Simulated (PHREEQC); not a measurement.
Solution (70 °C): 10 mmol/kgw HF, 42 mmol/kgw CsF and 0.26 mmol/kgw H3PO4. Closed to the air; pH follows from the charge balance.

Computed with PHREEQC (ion-association model, wateq4f.dat).

The pH comes out as 4.13 and the ionic strength is 0.0421 mol/kgw. The total alkalinity is -10.3 meq/kg.

```csv
species,molality,activity,log γ
Cs+,0.0420,0.0343,-0.088
F-,0.0403,0.0326,-0.092
HF,0.00858,0.00866,0.004
HF2-,0.00153,0.00123,-0.092
H2PO4-,0.000256,0.000211,-0.083
H+,8.68e-5,7.38e-5,-0.071
H2F2,3.36e-5,3.39e-5,0.004
H3PO4,3.62e-6,3.66e-6,0.004
HPO4-2,4.84e-7,2.21e-7,-0.341
OH-,2.58e-9,2.09e-9,-0.092
```

Precipitation was switched off in this run. Complexes and solids missing from the database can't appear. H3PO4, which wateq4f.dat lacks, is added to it with the constant of phreeqc.dat. Constants without temperature data keep their 25 °C values here.
